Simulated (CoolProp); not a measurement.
A single-stage vapour-compression cycle with the fluid: evaporating at 270.15 K (dew point), condensing at 293.15 K (bubble point), superheat 2 K, subcooling 5 K, compressor efficiency 0.8, no pressure losses. The same conditions are run with several fluids, on thermodynamics alone (safety and materials aside).

The numbers come from the reference Helmholtz-energy equation of state of each fluid (ammonia: Gao 2020; R1224YDZ: Akasaka 2023; isobutane: Bücker 2006; R227EA: Lemmon 2016; R115: Lemmon 2016; fluoroethane (R161): Wu 2012) in CoolProp.

```csv
fluid,cooling COP,pressure ratio,discharge temperature (K),refrigerating effect (kJ/kg),volumetric capacity (kJ/m³)
ammonia,8.68,2.24,337.8,1190,3670
R1224YDZ,8.94,2.55,298.6,159,519
isobutane,8.86,2.14,297.8,319,1220
R227EA,8.63,2.23,293.1,107,1510
R115,8.43,1.97,294.2,92.6,2850
fluoroethane (R161),8.74,2.04,311.1,347,3190
```

The compression ends wet for: R227EA.
